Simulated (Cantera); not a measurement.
Charge: 1 mol Al(CH3)3, 15 mol NH3, 490 mol H2, equilibrated at 13.3 mbar.

Equilibrium computed with Cantera from the NASA thermochemical tables; the gas is ideal and each condensed phase is pure. Candidate condensed phases: Al, AlN, C, C6H6, C7H8, C8H18; 97 gas species. The feed counts by its element totals alone. The numbers say what is thermodynamically allowed, not how fast it happens.

Task: Which condensed phases are stable at each of these points (T (K)): 1723, 1748, 1773, 1798, 1823, 1848, 1873, 1898, 1923, 1948, 1973?

Result: 
```tsv
T (K)	condensed phases	Al condensed (%)
1723	AlN(s) + C(graphite)	85.7
1748	AlN(s) + C(graphite)	73.3
1773	AlN(s) + C(graphite)	51.0
1798	AlN(s) + C(graphite)	12.1
1823	C(graphite)	0.0
1848	C(graphite)	0.0
1873	C(graphite)	0.0
1898	C(graphite)	0.0
1923	C(graphite)	0.0
1948	C(graphite)	0.0
1973	C(graphite)	0.0
```

From 1723 K to 1798 K the condensed part is AlN(s) + C(graphite). From 1823 K to 1973 K the condensed part is C(graphite).
